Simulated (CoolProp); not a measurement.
A Linde-Hampson liquefier for dry air: isothermal reversible compression at 250 K from 1 atm to 5 MPa, throttling to 1 atm, return gas leaving the recuperator 10 K below the feed. Each further row changes one setting.

The numbers come from the reference Helmholtz-energy equation of state, Lemmon 2000 in CoolProp. It is a pseudo-pure fit of the blend.

| case | liquid yield per pass | compression work (kJ/kg of gas) |
|---|---|---|
| as stated | 0.015 | 277 |
| high pressure 10 MPa | 0.055 | 324 |
| warm-end temperature 280 K | 0.006 | 312 |
| warm-end gap 15 K | 0.001 | 277 |
